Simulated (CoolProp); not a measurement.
R236FA along the isotherm 248.1 K: fugacity coefficient from the reference equation and from simpler models built on Tc = 398.1 K, pc = 3.191 MPa, ω = 0.377; each cubic takes its own stable root.

Model: reference Helmholtz-energy equation of state, Pan 2012, in CoolProp.

```csv
p (MPa),phase,reference
3.99,liquid,0.01007
7.98,liquid,0.006101
12,liquid,0.004917
16,liquid,0.004460
19.9,liquid,0.004312
23.9,liquid,0.004334
27.9,liquid,0.004477
31.9,liquid,0.004719
```

Q: How far does each simpler model (van der Waals, Soave-Redlich-Kwong, Peng-Robinson) lie from the reference over these 8 states: mean and median of the absolute difference, and the worst?

A: 
- van der Waals: mean 1530.7 %, median 1490.0 %, worst +2233.1 % at 248.1 K and 31.9 MPa
- Soave-Redlich-Kwong: mean 8.0 %, median 8.1 %, worst +14.8 % at 248.1 K and 31.9 MPa
- Peng-Robinson: mean 1.0 %, median 0.9 %, worst -2.3 % at 248.1 K and 31.9 MPa
